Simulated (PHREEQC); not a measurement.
Make-up at 25 °C: 0.00051 mol CaSO4, 0.00013 mol Na2HPO4, 6.9e-05 mol KCl and 0.00039 mol MgSO4 per kg of water. Closed to the air; pH follows from the charge balance.

Computed with PHREEQC (ion-association model, phreeqc.dat).

This is a speciation only: nothing precipitates in the calculation.

Question: Predict the pH.

Answer: pH 8.09.

Question: In which forms is Mg present?

Answer: Mg+2 86 %, MgSO4 9.9 %, MgHPO4 3.3 %, MgPO4- 1.0 % of the Mg.

Examples of supersaturated solids here: Hydroxyapatite. Others may be too. Complexes and solids missing from the database can't appear.
